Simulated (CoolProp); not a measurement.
CH2F2 (R32) along the isotherm 122.45 °C: Z from the reference equation and from simpler models built on Tc = 78.1 °C, pc = 57.83 bar, ω = 0.277; each cubic takes its own stable root.

Model: reference Helmholtz-energy equation of state, Tillner-Roth 1997, in CoolProp.

| p (bar) | phase | reference |
|---|---|---|
| 0.914 | gas | 0.9960 |
| 1.42 | gas | 0.9938 |
| 2.22 | gas | 0.9903 |
| 3.45 | gas | 0.9848 |
| 5.37 | gas | 0.9763 |
| 8.37 | gas | 0.9629 |
| 13 | gas | 0.9419 |
| 20.3 | gas | 0.9081 |
| 31.6 | gas | 0.8540 |
| 49.2 | gas | 0.7643 |
| 76.6 | supercritical | 0.6103 |
| 119 | supercritical | 0.4168 |
| 186 | supercritical | 0.4425 |
| 289 | supercritical | 0.5825 |

How far does each simpler model (van der Waals, Redlich-Kwong, Soave-Redlich-Kwong, Peng-Robinson) lie from the reference over these 14 states: mean and median of the absolute difference, and the worst?


- van der Waals: mean 8.2 %, median 0.8 %, worst +48.5 % at 122.45 °C and 289 bar
- Redlich-Kwong: mean 4.3 %, median 0.2 %, worst +23.0 % at 122.45 °C and 289 bar
- Soave-Redlich-Kwong: mean 7.2 %, median 0.9 %, worst +30.4 % at 122.45 °C and 186 bar
- Peng-Robinson: mean 4.1 %, median 0.1 %, worst +19.6 % at 122.45 °C and 186 bar
